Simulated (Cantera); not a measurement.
Feed: 1 mol TiCl4, 1.6 mol H2, held at 1325 K and 390 Torr.

Method: chemical equilibrium by Gibbs-energy minimisation in Cantera with the NASA 1993 tables (ideal gas, pure condensed phases). Candidate condensed phases: Ti, TiCl2, TiCl3, TiCl4; 10 gas species. The tables' values for TiCl2 are old estimates; treat these amounts as uncertain. The numbers say what is thermodynamically allowed, not how fast it happens.

Base state: H2 0.505, TiCl4 0.222, HCl 0.136, TiCl3 0.136, TiCl2 7.17e-5 (mole fractions); condensed: gas only.

### Question
What changes in the equilibrium state with this change: pressure from 390 Torr to 82.5 Torr?

### Answer
```
species   before     after
-------  -------  --------
H2         0.505     0.473
HCl        0.136     0.176
TiCl3      0.136     0.176
TiCl4      0.222     0.175
TiCl2    7.17e-5  0.000151
```
